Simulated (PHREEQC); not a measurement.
## Spent oxide etchant: speciation

A solution holds 0.0014 mol NH4HF2 and 0.006 mol H2SiF6 per kg of water, at 5 °C. Closed to the air; pH follows from the charge balance.

Equilibrium calculation in PHREEQC: ion-association model, wateq4f.dat.

No solid was allowed to form.

Q: What pH, ionic strength does the model give?

A: pH 2.02; ionic strength 0.0181 mol/kgw.

Q: In which forms is Si present?

A: SiF6-2 99 %, H4SiO4 1.3 % of the Si.

Examples of supersaturated solids here: Quartz (slow to form). Others may be too. At this temperature some constants are extrapolated from 25 °C, and those without enthalpy data are left unchanged. SiF6-2 is the database's only silicon fluoride.
